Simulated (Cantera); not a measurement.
Input: 1 mol KOH, 0.53 mol H2O, 2.3 mol O2, equilibrated at 1475 °C and 510000 Pa.

Equilibrium computed with Cantera from the NASA thermochemical tables; the gas is ideal and each condensed phase is pure. Candidate condensed phases: H2O, K, KOH, KO2, K2O, K2O2; 15 gas species. Kinetics and transport are ignored.

Base state: O2 0.601, KOH 0.257, H2O 0.139, K2(OH)2 0.00186, K 0.000573, OH 0.000509, KO 0.000183, O 2.52e-5 (mole fractions); condensed: gas only.

Problem. What changes in the equilibrium state with this change: temperature from 1475 °C to 1950 °C?

Solution. 
```
species    before     after
-------  --------  --------
O2          0.601     0.595
KOH         0.257     0.247
H2O         0.139     0.140
K        0.000573   0.00944
H         1.63e-7   2.92e-5
O         2.52e-5   0.00107
H2        2.59e-6  0.000106
K2(OH)2   0.00186  0.000106
```
